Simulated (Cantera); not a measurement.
Standard-state values (1 bar) from the NASA 1993 polynomials, evaluated with Cantera. Values are per mole of reaction as written; species without (g) are pure solids or liquids, kept so even where they would boil at 1 bar.

**Question.** Between 2275 and 2400 K, where is each reaction favourable under standard conditions?
- O3(g) + 3 Ba(OH)2 = 3 BaO + 6 OH(g)
- Ba(OH)2 + Br2(g) = H2(g) + O2(g) + BaBr2

**Answer.** 
- O3(g) + 3 Ba(OH)2 = 3 BaO + 6 OH(g): ΔG° is -93 kJ at 2275 K and -164 kJ at 2400 K; it stays negative (K > 1). ΔH° is 1210 kJ and ΔS° 572 J/K at 2400 K.
- Ba(OH)2 + Br2(g) = H2(g) + O2(g) + BaBr2: ΔG° is -98 kJ at 2275 K and -112 kJ at 2400 K; it stays negative (K > 1). ΔH° is 152 kJ and ΔS° 110 J/K at 2400 K.
